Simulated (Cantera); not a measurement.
What does this Cantera script print?

```python
import numpy as np
import cantera as ct

gas = ct.Solution("h2o2.yaml")
gas.TPX = 600, 16000, {'H2': 1, 'O2': 0.167, 'N2': 0.627}
flame = ct.FreeFlame(gas, width=0.14)
flame.set_refine_criteria(ratio=3, slope=0.08, curve=0.16)
flame.transport_model = "mixture-averaged"
flame.solve(loglevel=0, auto=True)
flame.transport_model = "multicomponent"
flame.soret_enabled = False
flame.solve(loglevel=0, refine_grid=True)
z, T = flame.grid, flame.T
thick = (T[-1] - T[0]) / np.gradient(T, z).max()
show = ['H2', 'O2', 'H2O', 'O', 'H2O2', 'OH']
print(f"laminar burning velocity  {flame.velocity[0] * 100:.3f} cm/s")
print(f"burnt temperature         {T[-1]:.1f} K")
print(f"thermal thickness         {thick * 1e3:.4f} mm")
print(f"grid points               {len(z)}")
z0 = z[flame.heat_release_rate.argmax()]
print(f"{'z/mm':>9s}{'T/K':>9s}{'u/(m/s)':>9s}" + "".join(f"{s:>11s}" for s in show))
rows = []
for k in (-3, -2, -1.5, -1, -0.5, -0.25, 0, 0.25, 0.5, 1, 2, 4, 8):
    zz = z0 + k * thick
    rows.append([k * thick, np.interp(zz, z, T), np.interp(zz, z, flame.velocity),
                 *(np.interp(zz, z, flame.X[gas.species_index(s)]) for s in show)])
    print(f"{rows[-1][0] * 1e3:9.3f}{rows[-1][1]:9.1f}{rows[-1][2]:9.3f}" + "".join(f"{x:11.3e}" for x in rows[-1][3:]))
```

It prints:

```
laminar burning velocity  618.132 cm/s
burnt temperature         2019.5 K
thermal thickness         5.3705 mm
grid points               143
     z/mm      T/K  u/(m/s)         H2         O2        H2O          O       H2O2         OH
  -16.111    600.0    6.181  5.574e-01  9.309e-02  1.955e-14  2.921e-16  4.763e-16  1.839e-17
  -10.741    600.0    6.181  5.574e-01  9.309e-02  6.941e-12  3.114e-13  8.296e-15  2.066e-14
   -8.056    600.0    6.181  5.574e-01  9.309e-02  3.031e-10  1.952e-11  4.933e-13  1.449e-12
   -5.370    600.0    6.182  5.574e-01  9.309e-02  2.189e-07  5.572e-09  7.503e-10  1.896e-09
   -2.685    618.4    6.364  5.555e-01  9.260e-02  1.186e-03  1.203e-05  4.896e-07  2.580e-05
   -1.343    752.5    7.692  5.347e-01  8.739e-02  1.356e-02  1.925e-04  2.364e-07  1.525e-04
    0.000   1074.6   10.731  4.207e-01  4.761e-02  9.801e-02  2.054e-03  9.473e-08  9.174e-04
    1.343   1278.8   12.644  3.388e-01  4.409e-03  1.841e-01  7.702e-04  3.152e-08  9.696e-04
    2.685   1355.4   13.337  3.368e-01  3.399e-04  1.932e-01  3.109e-04  2.402e-08  9.932e-04
    5.370   1444.4   14.126  3.450e-01  7.641e-05  1.947e-01  2.795e-04  2.596e-08  1.197e-03
   10.741   1545.5   15.003  3.554e-01  6.372e-05  1.960e-01  2.514e-04  2.451e-08  1.385e-03
   21.482   1650.5   15.895  3.665e-01  4.820e-05  1.976e-01  1.973e-04  1.861e-08  1.469e-03
   42.964   1750.7   16.727  3.771e-01  3.112e-05  1.994e-01  1.318e-04  1.138e-08  1.399e-03
```

Model: the H2/O2 subset of GRI-Mech 3.0, which has no nitrogen chemistry, integrated in Cantera. Burning velocities carry a grid error of a few per cent, more on coarse grids.
